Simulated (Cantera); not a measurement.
A Cantera script and its output.

```python
import numpy as np
import cantera as ct

gas = ct.Solution("gri30.yaml")
gas.TPX = 625, 850000, {'CH4': 1, 'C2H6': 0.48, 'C3H8': 1.1, 'O2': 14.6, 'N2': 54.8}
inlet = ct.Reservoir(gas, clone=True)
gas.equilibrate("HP")  # start burning
reactor = ct.IdealGasConstPressureReactor(gas, energy="on", clone=False)
exhaust = ct.Reservoir(gas, clone=True)
tau = [0.093, 0.03, 0.0099, 0.0032, 0.0011, 0.00034, 0.00011, 3.6e-05, 1.2e-05, 3.9e-06][0]
for a, b in ((inlet, reactor), (reactor, exhaust)):
    ct.MassFlowController(a, b, mdot=lambda t: reactor.mass / tau)
net = ct.ReactorNet([reactor])
show = ['CH4', 'C2H6', 'C3H8', 'CH3', 'N2O', 'NO']

rows = []
print(f"{'tau/s':>10s}{'T/K':>9s}" + "".join(f"{s:>11s}" for s in show))
for tau in [0.093, 0.03, 0.0099, 0.0032, 0.0011, 0.00034, 0.00011, 3.6e-05, 1.2e-05, 3.9e-06]:
    net.initial_time = 0.0
    net.advance(30 * tau)
    before = gas.X
    net.advance(40 * tau)
    drift = np.max(np.abs(gas.X - before) / (gas.X + 1e-9))
    rows.append([gas.T, *gas[show].X, drift])
    print(f"{tau:10.3e}{gas.T:9.1f}" + "".join(f"{x:11.3e}" for x in gas[show].X))
```

It prints:

```
     tau/s      T/K        CH4       C2H6       C3H8        CH3        N2O         NO
 9.300e-02   2001.9  4.394e-07  2.971e-08  6.418e-08  2.616e-07  7.587e-07  3.416e-04
 3.000e-02   2001.3  1.231e-06  8.735e-08  1.906e-07  7.439e-07  8.611e-07  1.420e-04
 9.900e-03   1998.7  3.042e-06  2.370e-07  5.268e-07  1.882e-06  1.114e-06  7.018e-05
 3.200e-03   1992.8  6.839e-06  6.060e-07  1.380e-06  4.312e-06  1.624e-06  4.325e-05
 1.100e-03   1981.6  1.401e-05  1.391e-06  3.220e-06  8.774e-06  2.259e-06  3.178e-05
 3.400e-04   1957.3  3.145e-05  3.405e-06  7.870e-06  1.880e-05  2.674e-06  2.267e-05
 1.100e-04   1910.6  7.631e-05  8.540e-06  1.926e-05  4.145e-05  2.445e-06  1.428e-05
 3.600e-05   1799.4  2.858e-04  3.086e-05  6.631e-05  1.217e-04  1.589e-06  5.379e-06
 1.200e-05    625.0  1.389e-02  6.669e-03  1.528e-02  9.098e-18 -8.626e-21 -1.309e-20
 3.900e-06    625.0  1.389e-02  6.669e-03  1.528e-02  2.807e-18 -4.618e-24 -7.007e-24
```

Detailed kinetics in Cantera: GRI-Mech 3.0 (53 species, 325 reactions). GRI-Mech 3.0 was tuned for natural gas; its chemistry of propane as a main component is partial and can be far from experiment.
